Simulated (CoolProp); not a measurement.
A closed Brayton cycle with nitrogen: compressor inlet 323.15 K and 4.1 MPa, high pressure 7.62 MPa, turbine inlet 645 K, compressor efficiency 0.85, turbine efficiency 0.93, recuperator effectiveness 0.95 (on enthalpy, no pinch check). Each further row changes one setting.

Model: reference Helmholtz-energy equation of state, Span 2000, in CoolProp.

```tsv
case	thermal efficiency (%)	net work (kJ/kg)	compressor to turbine work	compressor exit (K)	turbine exit (K)
as stated	22.8	26.3	0.75	397.5	550.1
turbine inlet 595 K	17.3	18.1	0.81	397.5	…
compressor inlet 333.15 K	20.8	23.8	…	409.8	550.1
high pressure 6.48 MPa	…	22.5	…	…	…
recuperator effectiveness 0.5	13.9	26.3	0.75	397.5	550.1
```

Question: Complete the blanks.

Answer: 
- turbine inlet 595 K, turbine exit (K): 506.6
- compressor inlet 333.15 K, compressor to turbine work: 0.77
- high pressure 6.48 MPa, thermal efficiency (%): 24.6
- high pressure 6.48 MPa, compressor to turbine work: 0.71
- high pressure 6.48 MPa, compressor exit (K): 376.8
- high pressure 6.48 MPa, turbine exit (K): 573.5
